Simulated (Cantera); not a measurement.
# Diamond growth

A diamond (100) surface in a fixed gas of H2 with x(CH4) = 0.012, x(H) = 0.047, x(CH3) = 0.00014, at 1150 K; coverages are run to steady state.

Computed with Cantera and the Harris–Goodwin 1993 mechanism for the reconstructed diamond (100) surface.

| P (Pa) | growth (µm/h) | θ c6HH | θ c6H* | θ c6*H | θ c6** | θ c6HM |
|---|---|---|---|---|---|---|
| 330 | 0.180 | 0.472 | 0.0332 | 0.470 | 0.0244 | 0.000347 |
| 580 | 0.416 | 0.472 | 0.0332 | 0.469 | 0.0244 | 0.000475 |
| 1000 | 0.881 | 0.472 | 0.0332 | 0.469 | 0.0244 | 0.000596 |
| 1800 | 1.86 | 0.472 | 0.0333 | 0.469 | 0.0244 | 0.000707 |
| 3200 | 3.65 | 0.472 | 0.0334 | 0.469 | 0.0244 | 0.000787 |
| 5700 | 6.92 | 0.472 | 0.0337 | 0.469 | 0.0245 | 0.000842 |
| 10000 | 12.6 | 0.472 | 0.0341 | 0.468 | 0.0246 | 0.000877 |
| 18000 | 23.3 | 0.472 | 0.0349 | 0.467 | 0.0248 | 0.000901 |
θ: site fractions in the mechanism's names (c6HH fully hydrogenated, c6H* and c6*H radical sites, c6** diradical, c6HM methylated).
